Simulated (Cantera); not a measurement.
Charge: 1 mol Si2H6, 8.1 mol H2, 0.93 mol HCl, equilibrated at 675 °C and 0.760 bar.

Equilibrium computed with Cantera from the NASA thermochemical tables; the gas is ideal and each condensed phase is pure. Candidate condensed phases: Si; 19 gas species. The feed counts by its element totals alone. The tables' values for SiCl3 are old estimates; treat these amounts as uncertain. Rates play no part.

Question: What is the equilibrium state?

Answer: 
```
Quantity       Result
----------  ---------
x(H2)           0.974
x(SiCl4)       0.0105
x(SiHCl3)      0.0101
x(HCl)        0.00457
x(SiH2Cl2)   0.000978
x(SiCl3)     0.000101
x(SiCl2)      3.27e-5
x(SiH3Cl)     2.37e-5
n(Si(s))     1.74 mol
gas amount  11.78 mol
```
